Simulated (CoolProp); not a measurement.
The numbers come from the reference Helmholtz-energy equation of state, Smukala 2000 in CoolProp.

Q: For ethylene, give the phase and the speed of sound (m/s), isothermal compressibility (1/MPa) at 63.35 °C and 6.42 MPa.

A: 
- 63.35 °C and 6.42 MPa: supercritical; speed of sound 297, isothermal compressibility 0.223
